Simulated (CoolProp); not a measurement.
Benzene at 291.91 K and 2.95 MPa flows at 12 m/s in a round tube of 50 mm bore and 1.5 µm roughness, fully developed (64/Re and Nu = 3.66 if laminar; Colebrook and Gnielinski if turbulent). Each further row changes one setting.

Computed with CoolProp (reference Helmholtz-energy equation of state, Thol 2012).

```tsv
case	Reynolds number	Darcy friction factor	pressure drop (Pa/m)	heat-transfer coefficient (W/(m² K))	mass flow (kg/h)
as stated	783000	0.0127	?	?	74900
velocity 24 m/s	1570000	?	59100	21500	?
diameter 100 mm	1570000	0.0112	7140	?	?
```

Complete the blanks.


- as stated, pressure drop (Pa/m): 16100
- as stated, heat-transfer coefficient (W/(m² K)): 11400
- velocity 24 m/s, Darcy friction factor: 0.0116
- velocity 24 m/s, mass flow (kg/h): 150000
- diameter 100 mm, heat-transfer coefficient (W/(m² K)): 10500
- diameter 100 mm, mass flow (kg/h): 299000

Viscosity comes from a separate model (Avgeri 2014). Thermal conductivity comes from a separate model (Assael 2012).
